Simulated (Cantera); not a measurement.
An adiabatic, constant-pressure homogeneous reactor starts with 2.99 % CH₄, 0.218 % H₂, 6.11 % O₂, 73.0 % N₂, 17.7 % H₂O, at 1800 K and 5.00 bar.

Cantera simulation using GRI-Mech 3.0 (53 species, 325 reactions); the numbers are that mechanism's predictions, not measurements.

Predict: time of steepest temperature rise; temperature at 0.400 s; equilibrium temperature; x(H₂) at 0.400 s; x(O₂) at 0.400 s; x(N₂O) at 0.400 s.


```json
{
  "time_of_steepest_temperature_rise": "65.9 µs",
  "temperature at 0.400 s": "2336 K",
  "equilibrium_temperature": "2336 K",
  "x(H₂) at 0.400 s": "0.00508 (gas-phase equilibrium 0.00508)",
  "x(O₂) at 0.400 s": "0.00269 (gas-phase equilibrium 0.00269)",
  "x(N₂O) at 0.400 s": "2.19e-7 (gas-phase equilibrium 2.19e-7)"
}
```
